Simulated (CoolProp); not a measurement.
cis-2-butene along the isobar 56.6 bar: fugacity coefficient from the reference equation and from simpler models built on Tc = 435.8 K, pc = 42.36 bar, ω = 0.202; each cubic takes its own stable root.

Values from CoolProp's reference Helmholtz-energy equation of state, Lemmon 2005. It is a short technical equation, of lower accuracy than the large ones.

```
T (K)          phase  reference
-----  -------------  ---------
228.9         liquid   0.002290
245.6         liquid   0.005615
262.3         liquid    0.01200
279           liquid    0.02293
295.7         liquid    0.04004
312.4         liquid    0.06483
329.1         liquid    0.09853
345.8         liquid     0.1419
362.5         liquid     0.1953
379.2         liquid     0.2582
395.9         liquid     0.3296
412.6         liquid     0.4076
429.3         liquid     0.4894
446    supercritical     0.5701
462.7  supercritical     0.6361
479.4  supercritical     0.6819
```

Q: How far does each simpler model (van der Waals, Redlich-Kwong, Soave-Redlich-Kwong, Peng-Robinson) lie from the reference over these 16 states: mean and median of the absolute difference, and the worst?

A: 
- van der Waals: mean 281.5 %, median 83.7 %, worst +1647.2 % at 228.9 K and 56.6 bar
- Redlich-Kwong: mean 29.6 %, median 22.5 %, worst +84.0 % at 228.9 K and 56.6 bar
- Soave-Redlich-Kwong: mean 2.9 %, median 2.9 %, worst +4.3 % at 379.2 K and 56.6 bar
- Peng-Robinson: mean 1.0 %, median 0.4 %, worst +4.4 % at 228.9 K and 56.6 bar
